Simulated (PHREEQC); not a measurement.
A solution holds 0.072 mol/kgw HBr and 0.0076 mol/kgw KCl, at 25 °C. Closed to the air; pH follows from the charge balance.

All values are PHREEQC results (ion-association model, phreeqc.dat), not measurements.

```yaml
pH: 1.22
ionic_strength: 0.0796 mol/kgw
specific_conductance: 26900 µS/cm
density: 1.001 g/cm³
total_alkalinity: -72.0 meq/kg
```

```tsv
species	molality	activity	log γ
H+	0.0720	0.0601	-0.078
Br-	0.0720	0.0556	-0.113
Cl-	0.00760	0.00595	-0.106
K+	0.00760	0.00593	-0.107
```

This is a speciation only: nothing precipitates in the calculation.
